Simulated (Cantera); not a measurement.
Ignition delay

Mixture: 4.72 % CH4, 1.94 % H2, 19.7 % O2, 73.7 % N2, at 8.00 bar, adiabatic and at constant volume. Ignition delay is the time to a rise of 400 K.

Model: GRI-Mech 3.0 (53 species, 325 reactions), integrated in Cantera.

```tsv
T0 (K)	delay (ms)
1000	18.6
1100	2.05
1200	0.470
1300	0.182
1400	0.0856
1500	0.0437
1600	0.0237
```

| Item | Result |
|---|---|
| apparent activation energy between 1400 and 1600 K | 120 kJ/mol |
